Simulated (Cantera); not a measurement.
Feed: 1 mol TEOS, 20 mol N2O, equilibrated at 0.410 bar.

These are equilibrium values from Cantera (NASA tables, ideal gas, pure condensed phases), not measurements of a reactor. Candidate condensed phases: C, C6H6, C7H8, C8H18, H2O, Si, SiC, SiO2, Si2N2O, Si3N4; 151 gas species. The feed counts by its element totals alone. The tables hold silica as quartz up to 1696 K and as liquid above; real silica turns to tridymite and cristobalite and melts near 1996 K. Gases not in the tables: Si(OH)4. The numbers say what is thermodynamically allowed, not how fast it happens.

x: gas mole fraction; n: condensed amount in mol.

```json
[
 {"T (K)": "550", "x N2": "0.552", "x H2O": "0.215", "x CO2": "0.196", "x H2": "0.0119", "x CO": "0.000187", "x CH4": "0.0245", "n C(graphite)": "0.00918", "n SiO2(α-quartz)": "1.00", "n SiO2(β-quartz)": "0", "n SiO2(condensed)": "0"},
 {"T (K)": "650", "x N2": "0.542", "x H2O": "0.196", "x CO2": "0.199", "x H2": "0.0449", "x CO": "0.00293", "x CH4": "0.0151", "n C(graphite)": "0", "n SiO2(α-quartz)": "1.00", "n SiO2(β-quartz)": "0", "n SiO2(condensed)": "0"},
 {"T (K)": "750", "x N2": "0.529", "x H2O": "0.178", "x CO2": "0.195", "x H2": "0.0821", "x CO": "0.0147", "x CH4": "0.00223", "n C(graphite)": "0", "n SiO2(α-quartz)": "1.00", "n SiO2(β-quartz)": "0", "n SiO2(condensed)": "0"},
 {"T (K)": "850", "x N2": "0.526", "x H2O": "0.184", "x CO2": "0.185", "x H2": "0.0791", "x CO": "?", "x CH4": "?", "n C(graphite)": "0", "n SiO2(α-quartz)": "0", "n SiO2(β-quartz)": "1.00", "n SiO2(condensed)": "0"},
 {"T (K)": "950", "x N2": "0.526", "x H2O": "0.193", "x CO2": "0.175", "x H2": "?", "x CO": "?", "x CH4": "?", "n C(graphite)": "0", "n SiO2(α-quartz)": "0", "n SiO2(β-quartz)": "1.00", "n SiO2(condensed)": "0"},
 {"T (K)": "1050", "x N2": "0.526", "x H2O": "0.201", "x CO2": "0.167", "x H2": "0.0618", "x CO": "0.0435", "x CH4": "8.89e-8", "n C(graphite)": "0", "n SiO2(α-quartz)": "0", "n SiO2(β-quartz)": "1.00", "n SiO2(condensed)": "0"},
 {"T (K)": "1150", "x N2": "0.526", "x H2O": "0.208", "x CO2": "0.160", "x H2": "0.0550", "x CO": "0.0503", "x CH4": "7.40e-9", "n C(graphite)": "0", "n SiO2(α-quartz)": "0", "n SiO2(β-quartz)": "1.00", "n SiO2(condensed)": "0"},
 {"T (K)": "1250", "x N2": "0.526", "x H2O": "0.214", "x CO2": "0.155", "x H2": "0.0494", "x CO": "0.0559", "x CH4": "8.76e-10", "n C(graphite)": "0", "n SiO2(α-quartz)": "0", "n SiO2(β-quartz)": "1.00", "n SiO2(condensed)": "0"},
 {"T (K)": "1350", "x N2": "0.526", "x H2O": "0.218", "x CO2": "0.150", "x H2": "0.0448", "x CO": "0.0605", "x CH4": "1.38e-10", "n C(graphite)": "0", "n SiO2(α-quartz)": "0", "n SiO2(β-quartz)": "1.00", "n SiO2(condensed)": "0"},
 {"T (K)": "1450", "x N2": "0.526", "x H2O": "0.222", "x CO2": "0.146", "x H2": "0.0410", "x CO": "0.0642", "x CH4": "2.76e-11", "n C(graphite)": "0", "n SiO2(α-quartz)": "0", "n SiO2(β-quartz)": "1.00", "n SiO2(condensed)": "0"},
 {"T (K)": "1550", "x N2": "0.526", "x H2O": "0.225", "x CO2": "0.143", "x H2": "0.0379", "x CO": "0.0674", "x CH4": "6.74e-12", "n C(graphite)": "0", "n SiO2(α-quartz)": "0", "n SiO2(β-quartz)": "1.00", "n SiO2(condensed)": "0"},
 {"T (K)": "1650", "x N2": "0.526", "x H2O": "0.228", "x CO2": "0.141", "x H2": "0.0353", "x CO": "0.0700", "x CH4": "1.94e-12", "n C(graphite)": "0", "n SiO2(α-quartz)": "0", "n SiO2(β-quartz)": "1.000", "n SiO2(condensed)": "0"},
 {"T (K)": "1750", "x N2": "0.526", "x H2O": "0.230", "x CO2": "0.138", "x H2": "0.0331", "x CO": "0.0721", "x CH4": "<1e-12", "n C(graphite)": "0", "n SiO2(α-quartz)": "0", "n SiO2(β-quartz)": "0", "n SiO2(condensed)": "1.000"},
 {"T (K)": "1850", "x N2": "0.526", "x H2O": "0.232", "x CO2": "0.137", "x H2": "0.0313", "x CO": "0.0740", "x CH4": "<1e-12", "n C(graphite)": "0", "n SiO2(α-quartz)": "0", "n SiO2(β-quartz)": "0", "n SiO2(condensed)": "1.000"}
]
```

### Question
Fill in the missing entries.

### Answer

- 950, x H2: 0.0699
- 950, x CO: 0.0354
- 950, x CH4: 1.64e-6
- 850, x CO: 0.0260
- 850, x CH4: 5.15e-5
